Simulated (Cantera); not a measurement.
An isothermal, constant-pressure homogeneous reactor starts with NH3 : N2 = 1 : 0.51 (molar parts), at 2375 K and 760 Torr.

Model: the gas-phase N/H chemistry of the illustrative SiF4/NH3 mechanism in the Surface Chemkin manual (1991), integrated in Cantera. Walls and surfaces, which speed up NH3 decomposition in real reactors, are not modelled.

One state of this run: x NH3 = 3.47e-6; x H2 = 0.589; x N2 = 0.400; x N2H4 = <1e-12; x H = 0.0108. x: mole fraction; the columns are a selection and need not sum to one.

**Question.** Which value of t (s) does it belong to?
(A) 0.00482
(B) 0.00191
(C) 20.0
(D) 0.000300

**Answer.** C, 20.0
